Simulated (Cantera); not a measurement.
An isothermal, constant-pressure homogeneous reactor starts with 18.7 % H2, 81.3 % O2, at 1275 K and 0.0168 atm.

Model: the H2/O2 subset of GRI-Mech 3.0, which has no nitrogen chemistry, integrated in Cantera. Radical loss at walls, strong at low pressure, is not modelled. The temperature is held fixed by assumption; the heat of reaction is taken as removed at once.

x: mole fraction; the columns are a selection and need not sum to one.

```csv
t (s),x H2,x O2,x HO2,x H2O2,x H,x H2O
3.00e-5,0.187,0.813,2.03e-8,1.09e-11,1.82e-8,5.28e-9
8.66e-5,0.187,0.813,5.87e-8,9.03e-11,9.68e-8,1.02e-7
0.000250,0.187,0.813,1.82e-7,7.57e-10,4.70e-6,7.97e-6
0.000721,0.0639,0.740,7.49e-6,…,0.0496,0.0902
0.00208,0.00792,0.708,8.92e-6,…,0.0496,0.151
0.00600,0.00581,0.737,9.37e-6,3.80e-7,0.0281,0.171
0.0173,0.00219,0.774,8.32e-6,3.83e-7,0.00583,0.195
0.0500,0.000329,0.790,3.78e-6,…,0.000326,0.204
0.144,4.07e-5,0.793,8.65e-7,…,1.43e-5,0.206
0.416,6.81e-6,0.794,1.89e-7,…,9.94e-7,0.206
1.20,1.52e-6,0.794,5.63e-8,…,1.06e-7,0.206
3.47,4.15e-7,0.794,3.26e-8,…,1.53e-8,0.206
10.0,1.48e-7,0.794,3.64e-8,…,3.29e-9,0.206
```

Fill in the missing entries.


- 0.000721, x H2O2: 5.70e-7
- 0.00208, x H2O2: 3.30e-7
- 0.0500, x H2O2: 2.11e-7
- 0.144, x H2O2: 7.60e-8
- 0.416, x H2O2: 2.58e-8
- 1.20, x H2O2: 8.94e-9
- 3.47, x H2O2: 3.24e-9
- 10.0, x H2O2: 1.44e-9
